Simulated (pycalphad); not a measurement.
# Phase fractions of Al-88.35Si (at.%)

All values are pycalphad results on the COST 507 light-alloy database (1999) (1 atm), not direct measurements. The data set is of 1999 and partly superseded. Phase fractions are per mole of atoms.

| T (K) | liquid | diamond (Si) | fcc |
|---|---|---|---|
| 1675 | 1.000 | - | - |
| 1600 | 0.686 | 0.314 | - |
| 1525 | 0.409 | 0.591 | - |
| 1450 | 0.307 | 0.693 | - |
| 1375 | 0.253 | 0.747 | - |
| 1300 | 0.218 | 0.782 | - |
| 1225 | 0.194 | 0.806 | - |
| 1150 | 0.175 | 0.825 | - |
| 1075 | 0.161 | 0.839 | - |
| 1000 | 0.149 | 0.851 | - |
| 925 | 0.140 | 0.860 | - |
| 850 | - | 0.882 | 0.118 |
| 775 | - | 0.883 | 0.117 |
| 700 | - | 0.883 | 0.117 |
| 625 | - | 0.883 | 0.117 |
| 550 | - | 0.883 | 0.117 |
